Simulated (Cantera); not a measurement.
## Stirred combustor or abatement burner

A perfectly stirred reactor is fed with 7.40 % CH4, 19.5 % O2, 73.2 % N2, equivalence ratio 0.76, at 1.01 bar; it is adiabatic with a 525 K inlet, and is followed from long to short residence time, starting on the burning branch (τ in s: 0.49, 0.15, 0.046, 0.014, 0.0043, 0.0013, 0.0004, 0.00012, 3.7e-05, 1.1e-05).

Detailed kinetics in Cantera: GRI-Mech 3.0 (53 species, 325 reactions).

| τ (s) | T (K) | x CH4 | x O2 | x HO2 | x C2H4 | x HCO | x C2H | x H2O |
|---|---|---|---|---|---|---|---|---|
| 0.49 | 2094 | 9.40e-7 | 0.0457 | 1.61e-6 | 1.18e-11 | 3.72e-9 | <1e-12 | 0.146 |
| 0.15 | 2093 | 2.79e-6 | 0.0462 | 1.69e-6 | 9.80e-11 | 1.22e-8 | <1e-12 | 0.146 |
| 0.046 | 2085 | 7.46e-6 | 0.0465 | 1.90e-6 | 5.96e-10 | 4.06e-8 | 2.49e-12 | 0.145 |
| 0.014 | 2066 | 1.77e-5 | 0.0471 | 2.56e-6 | 2.41e-9 | 1.37e-7 | 9.97e-12 | 0.144 |
| 0.0043 | 2029 | 3.94e-5 | 0.0482 | 4.23e-6 | 7.37e-9 | 4.56e-7 | 2.90e-11 | 0.142 |
| 0.0013 | 1966 | 9.22e-5 | 0.0502 | 7.77e-6 | 2.29e-8 | 1.51e-6 | 7.73e-11 | 0.138 |
| 0.00040 | 1879 | 0.000240 | 0.0536 | 1.43e-5 | 9.09e-8 | 4.76e-6 | 2.26e-10 | 0.133 |
| 0.00012 | 1758 | 0.000854 | 0.0611 | 2.92e-5 | 7.49e-7 | 1.55e-5 | 1.01e-9 | 0.128 |
| 3.7e-5 | 525 | 0.0740 | 0.195 | <1e-12 | <1e-12 | <1e-12 | <1e-12 | <1e-12 |
| 1.1e-5 | 525 | 0.0740 | 0.195 | <1e-12 | <1e-12 | <1e-12 | <1e-12 | <1e-12 |
x: mole fraction; the columns are a selection and need not sum to one.
